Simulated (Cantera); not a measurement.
## Sublimation and decomposition of ceramics: AlN + N₂

Input: 1 mol AlN, 0.016 mol N₂, equilibrated at 1300 Pa.

Method: chemical equilibrium by Gibbs-energy minimisation in Cantera with the NASA 1993 tables (ideal gas, pure condensed phases). Candidate condensed phases: Al, AlN; 5 gas species. The numbers say what is thermodynamically allowed, not how fast it happens.

```
T (K)   x N₂      x Al     x Al₂       x N     x AlN  n AlN(s)
-----  -----  --------  --------  --------  --------  --------
1625   1.000   2.11e-6    <1e-12  1.02e-11    <1e-12      1.00
1700   1.000   1.68e-5  7.02e-12  4.88e-11    <1e-12      1.00
1775   1.000  0.000112  1.85e-10  2.04e-10    <1e-12     1.000
1850   0.999  0.000636   3.74e-9  7.62e-10  4.94e-12     1.000
1925   0.997   0.00316   5.94e-8   2.57e-9  3.99e-11     1.000
2000   0.986    0.0139   7.71e-7   7.86e-9  2.75e-10     1.000
2075   0.944    0.0561   8.56e-6   2.18e-8   1.64e-9     0.999
2150   0.780     0.220   9.30e-5   5.24e-8   8.67e-9     0.995
2225   0.341     0.659  0.000600   8.57e-8   2.46e-8         0
2300   0.341     0.659  0.000442   2.00e-7   3.46e-8         0
```
x: gas mole fraction; n: condensed amount in mol.

From 1625 K to 2150 K the condensed part is AlN(s). From 2225 K to 2300 K nothing is condensed. The main Al-bearing gas is Al throughout.
